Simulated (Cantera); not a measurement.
A freely propagating, adiabatic, planar premixed flame of CH₄ : O₂ : N₂ = 1 : 2 : 7.52 (molar parts), equivalence ratio 1.0, unburnt at 325 K and 128 Torr; unity-Lewis-number transport, grid criteria slope 0.08 and curve 0.16, no radiation.

Detailed kinetics in Cantera: GRI-Mech 3.0 (53 species, 325 reactions). Unity Lewis numbers drop preferential diffusion, which matters most where H2 and H carry the flame. Burning velocities carry a grid error of a few per cent, more on coarse grids.

x: mole fraction of selected species; z is measured from the peak of heat release.

| z (mm) | T (K) | u (m/s) | x CH₄ | x O₂ | x C₂H₄ | x N₂O | x CO₂ | x C₂H₂ |
|---|---|---|---|---|---|---|---|---|
| -6.84 | 325 | 0.449 | 0.0951 | 0.190 | 1.60e-8 | <1e-8 | 1.35e-6 | <1e-8 |
| -4.56 | 326 | 0.450 | 0.0950 | 0.190 | 2.48e-7 | <1e-8 | 2.09e-5 | 3.23e-8 |
| -3.42 | 332 | 0.458 | 0.0946 | 0.190 | 1.75e-6 | <1e-8 | 0.000148 | 2.28e-7 |
| -2.28 | 388 | 0.537 | 0.0912 | 0.184 | 1.66e-5 | <1e-8 | 0.00140 | 2.17e-6 |
| -1.14 | 797 | 1.11 | 0.0643 | 0.145 | 0.000130 | <1e-8 | 0.0111 | 1.72e-5 |
| -0.570 | 1219 | 1.73 | 0.0335 | 0.0993 | 0.000235 | <1e-8 | 0.0225 | 3.58e-5 |
| 0 | 1622 | 2.34 | 0.00544 | 0.0499 | 0.000114 | 1.13e-8 | 0.0366 | 4.63e-5 |
| 0.570 | 1739 | 2.51 | 0.000158 | 0.0294 | 2.44e-6 | 1.54e-8 | 0.0486 | 3.60e-6 |
| 1.14 | 1767 | 2.55 | ? | ? | ? | 1.67e-8 | ? | ? |
| 2.28 | 1803 | 2.60 | <1e-8 | ? | <1e-8 | 1.66e-8 | 0.0607 | <1e-8 |
| 4.56 | 1854 | 2.66 | <1e-8 | 0.0210 | <1e-8 | 1.71e-8 | 0.0632 | <1e-8 |
| 9.12 | 1922 | 2.74 | <1e-8 | 0.0189 | <1e-8 | 1.85e-8 | 0.0655 | <1e-8 |
| 18.2 | 1998 | 2.83 | <1e-8 | 0.0163 | <1e-8 | 2.10e-8 | 0.0686 | <1e-8 |

**Question.** Fill in the missing entries.

**Answer.** 
- 1.14, x CH₄: 2.56e-6
- 1.14, x O₂: 0.0252
- 1.14, x C₂H₄: 1.87e-8
- 1.14, x CO₂: 0.0555
- 1.14, x C₂H₂: 5.69e-8
- 2.28, x O₂: 0.0228
